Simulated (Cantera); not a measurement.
A closed system holds: 1 mol Fe₂O₃, 1500 mol H₂, 1.2 mol H₂O, equilibrated at 0.550 bar.

Cantera equilibrium calculation (NASA polynomials, part measured and part estimated; ideal gas, pure solids and liquids). Candidate condensed phases: Fe, FeO, Fe(OH)₂, Fe(OH)₃, Fe₂O₃, Fe₃O₄, H₂O; 12 gas species. The numbers say what is thermodynamically allowed, not how fast it happens.

x: gas mole fraction; n: condensed amount in mol.

```json
[
 {"T (°C)": "400", "x H₂": "0.997", "x H": "<1e-12", "x H₂O": "0.00280", "x Fe": "<1e-12", "x OH": "<1e-12", "x FeO": "<1e-12", "x O": "<1e-12", "n Fe(α)": "2.00", "n Fe(γ)": "0", "n Fe(δ)": "0", "n Fe(l)": "0"},
 {"T (°C)": "600", "x H₂": "0.997", "x H": "6.30e-11", "x H₂O": "0.00280", "x Fe": "<1e-12", "x OH": "<1e-12", "x FeO": "<1e-12", "x O": "<1e-12", "n Fe(α)": "2.00", "n Fe(γ)": "0", "n Fe(δ)": "0", "n Fe(l)": "0"},
 {"T (°C)": "800", "x H₂": "0.997", "x H": "[?]", "x H₂O": "0.00280", "x Fe": "<1e-12", "x OH": "<1e-12", "x FeO": "<1e-12", "x O": "<1e-12", "n Fe(α)": "2.00", "n Fe(γ)": "0", "n Fe(δ)": "0", "n Fe(l)": "0"},
 {"T (°C)": "1000", "x H₂": "0.997", "x H": "9.60e-7", "x H₂O": "0.00280", "x Fe": "9.05e-10", "x OH": "3.10e-11", "x FeO": "<1e-12", "x O": "<1e-12", "n Fe(α)": "0", "n Fe(γ)": "2.00", "n Fe(δ)": "0", "n Fe(l)": "0"},
 {"T (°C)": "1200", "x H₂": "0.997", "x H": "1.70e-5", "x H₂O": "0.00280", "x Fe": "1.52e-7", "x OH": "1.24e-9", "x FeO": "1.51e-12", "x O": "<1e-12", "n Fe(α)": "0", "n Fe(γ)": "2.00", "n Fe(δ)": "0", "n Fe(l)": "0"},
 {"T (°C)": "1400", "x H₂": "0.997", "x H": "0.000153", "x H₂O": "0.00280", "x Fe": "7.30e-6", "x OH": "2.07e-8", "x FeO": "1.59e-10", "x O": "2.57e-12", "n Fe(α)": "0", "n Fe(γ)": "0", "n Fe(δ)": "1.99", "n Fe(l)": "0"},
 {"T (°C)": "1600", "x H₂": "0.996", "x H": "[?]", "x H₂O": "0.00280", "x Fe": "[?]", "x OH": "[?]", "x FeO": "[?]", "x O": "[?]", "n Fe(α)": "0", "n Fe(γ)": "0", "n Fe(δ)": "0", "n Fe(l)": "[?]"},
 {"T (°C)": "1800", "x H₂": "0.992", "x H": "0.00353", "x H₂O": "0.00279", "x Fe": "0.00133", "x OH": "1.13e-6", "x FeO": "8.81e-8", "x O": "2.88e-9", "n Fe(α)": "0", "n Fe(γ)": "0", "n Fe(δ)": "0", "n Fe(l)": "0"},
 {"T (°C)": "2000", "x H₂": "0.985", "x H": "0.0112", "x H₂O": "0.00277", "x Fe": "0.00132", "x OH": "4.91e-6", "x FeO": "1.32e-7", "x O": "3.85e-8", "n Fe(α)": "0", "n Fe(γ)": "0", "n Fe(δ)": "0", "n Fe(l)": "0"}
]
```

Question: What belongs in the gaps?

Answer: 
- 1600, x H: 0.000869
- 1600, x Fe: 0.000144
- 1600, x OH: 1.89e-7
- 1600, x FeO: 5.81e-9
- 1600, x O: 1.25e-10
- 1600, n Fe(l): 1.78
- 800, x H: 1.89e-8
